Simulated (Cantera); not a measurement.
An adiabatic, constant-pressure homogeneous reactor starts with CH₄ : O₂ : N₂ = 1 : 2.63 : 14.7 (molar parts), at 1750 K and 0.880 bar. Integrator tolerance rtol = 1e-08.

Detailed kinetics in Cantera: GRI-Mech 3.0 (53 species, 325 reactions).

Q: What does this change do: pressure from 0.880 bar to 1.01 bar?

A: 
```json
[
 {"quantity": "time of steepest temperature rise", "before": "0.216 ms", "after": "0.191 ms"},
 {"quantity": "temperature at 2.00 s", "before": "2600 K", "after": "2606 K"},
 {"quantity": "equilibrium temperature", "before": "2600 K", "after": "2606 K"},
 {"quantity": "x(CH₄) at 2.00 s", "before": "<1e-12 (gas-phase equilibrium <1e-12)", "after": "<1e-12 (gas-phase equilibrium <1e-12)"},
 {"quantity": "x(O₂) at 2.00 s", "before": "0.0334 (gas-phase equilibrium 0.0334)", "after": "0.0332 (gas-phase equilibrium 0.0332)"},
 {"quantity": "x(H₂) at 2.00 s", "before": "0.00523 (gas-phase equilibrium 0.00523)", "after": "0.00507 (gas-phase equilibrium 0.00507)"},
 {"quantity": "x(N₂O) at 2.00 s", "before": "5.64e-7 (gas-phase equilibrium 5.64e-7)", "after": "6.11e-7 (gas-phase equilibrium 6.11e-7)"},
 {"quantity": "x(C₂H₆) at 2.00 s", "before": "<1e-12 (gas-phase equilibrium <1e-12)", "after": "<1e-12 (gas-phase equilibrium <1e-12)"},
 {"quantity": "x(O) at 2.00 s", "before": "0.00455 (gas-phase equilibrium 0.00455)", "after": "0.00436 (gas-phase equilibrium 0.00436)"},
 {"quantity": "x(HCN) at 2.00 s", "before": "9.19e-11 (gas-phase equilibrium 9.19e-11)", "after": "9.78e-11 (gas-phase equilibrium 9.78e-11)"}
]
```

Q: What does this change do: pressure from 0.880 bar to 5.00 bar?

A: 
```tsv
quantity	before	after
time of steepest temperature rise	0.216 ms	50.6 µs
temperature at 2.00 s	2600 K	2677 K
equilibrium temperature	2600 K	2677 K
x(CH₄) at 2.00 s	<1e-12 (gas-phase equilibrium <1e-12)	<1e-12 (gas-phase equilibrium <1e-12)
x(O₂) at 2.00 s	0.0334 (gas-phase equilibrium 0.0334)	0.0312 (gas-phase equilibrium 0.0312)
x(H₂) at 2.00 s	0.00523 (gas-phase equilibrium 0.00523)	0.00334 (gas-phase equilibrium 0.00334)
x(N₂O) at 2.00 s	5.64e-7 (gas-phase equilibrium 5.64e-7)	1.48e-6 (gas-phase equilibrium 1.48e-6)
x(C₂H₆) at 2.00 s	<1e-12 (gas-phase equilibrium <1e-12)	<1e-12 (gas-phase equilibrium <1e-12)
x(O) at 2.00 s	0.00455 (gas-phase equilibrium 0.00455)	0.00260 (gas-phase equilibrium 0.00260)
x(HCN) at 2.00 s	9.19e-11 (gas-phase equilibrium 9.19e-11)	1.77e-10 (gas-phase equilibrium 1.77e-10)
```
